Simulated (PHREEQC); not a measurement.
1 kg of water holding 0.019 mol K2SO4 and 0.23 mol KCl is evaporated at 25 °C; the solids stay in contact with the brine. The system is closed to CO2. Only these solids could form: Arcanite, Misenite, Sylvite.

Base run: PHREEQC, Pitzer model, pitzer.dat. Each further column changes one thing. The table gives water activity.

```
H2O removed (mol)   base  temperature from 25 to 75 °C
-----------------  -----  ----------------------------
0                  0.992                         0.992
18.01              0.988                         0.988
30.18              0.982                         0.982
38.4               0.974                         0.974
43.95              0.962                           [?]
47.7               0.943                         0.943
50.23              0.916                           [?]
52.58              0.854                           [?]
53.53              0.842                           [?]
54.17              0.842                         0.776
54.6               0.842                         0.776
54.9               0.842                         0.776
55.09              0.842                         0.776
55.23              0.842                         0.776
```

Q: Fill in the missing entries.

A: 
- 43.95, temperature from 25 to 75 °C: 0.961
- 50.23, temperature from 25 to 75 °C: 0.914
- 52.58, temperature from 25 to 75 °C: 0.847
- 53.53, temperature from 25 to 75 °C: 0.778

 Constants without temperature data keep their 25 °C values here.
